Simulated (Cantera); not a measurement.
Input (Python, Cantera):

```python
import numpy as np
import cantera as ct

gas = ct.Solution("gri30.yaml")
gas.TPX = 1023, 100000, {'N2O': 1}
reactor = ct.IdealGasConstPressureReactor(gas, energy="off", clone=False)
net = ct.ReactorNet([reactor])
net.rtol, net.atol = 1e-08, 1e-18
show = ['N2O', 'NO', 'O', 'N2', 'O2']
times = np.geomspace(0.001, 200, 9)

steps = ct.SolutionArray(gas, extra=["t"])
rows = []
print(f"{'t/s':>10s}{'T/K':>9s}{'P/Pa':>11s}" + "".join(f"{s:>11s}" for s in show))
for t in times:
    while net.time < t:
        t_next = net.step()
        steps.append(gas.state, t=t_next)
    rows.append([np.interp(t, steps.t, y) for y in (steps.T, steps.P, *steps(*show).X.T)])
    print(f"{t:10.3e}{rows[-1][0]:9.1f}{rows[-1][1]:11.4g}" + "".join(f"{x:11.3e}" for x in rows[-1][2:]))
rate = np.gradient(steps.T, steps.t)
print("integrator steps:", len(steps.t))
if steps.T.max() > steps.T[0] + 200:
    print(f"time of steepest temperature rise: {steps.t[rate.argmax()]:.4e} s")
gas.TPX = 1023, 100000, {'N2O': 1}
gas.equilibrate("TP")
print(f"equilibrium (TP): T = {gas.T:.1f} K  " + "  ".join(f"{s} {gas[s].X[0]:.3e}" for s in show))
```

Output:

```
       t/s      T/K       P/Pa        N2O         NO          O         N2         O2
 1.000e-03   1023.0      1e+05  1.000e+00  5.019e-07  6.571e-08  1.080e-05  5.243e-06
 4.599e-03   1023.0      1e+05  9.999e-01  2.329e-06  6.571e-08  4.990e-05  2.433e-05
 2.115e-02   1023.0      1e+05  9.996e-01  1.073e-05  6.571e-08  2.296e-04  1.121e-04
 9.725e-02   1023.0      1e+05  9.984e-01  4.920e-05  6.568e-08  1.055e-03  5.152e-04
 4.472e-01   1023.0      1e+05  9.926e-01  2.239e-04  6.550e-08  4.831e-03  2.358e-03
 2.057e+00   1023.0      1e+05  9.666e-01  9.984e-04  6.449e-08  2.175e-02  1.062e-02
 9.457e+00   1023.0      1e+05  8.602e-01  4.102e-03  6.014e-08  9.114e-02  4.450e-02
 4.349e+01   1023.0      1e+05  5.452e-01  1.245e-02  4.534e-08  2.969e-01  1.452e-01
 2.000e+02   1023.0      1e+05  1.320e-01  1.976e-02  1.665e-08  5.687e-01  2.792e-01
integrator steps: 969
equilibrium (TP): T = 1023.0 K  N2O 3.449e-09  NO 4.668e-05  O 1.810e-10  N2 6.666e-01  O2 3.333e-01
```

Computed with Cantera and GRI-Mech 3.0 (53 species, 325 reactions). GRI-Mech 3.0 was tuned for natural gas; its chemistry of N2O as a main component is partial and can be far from experiment. The mechanism lacks the step 2 NO + O2 → 2 NO2, which can matter for NO2 below about 1400 K. The temperature is held fixed by assumption; the heat of reaction is taken as removed at once.
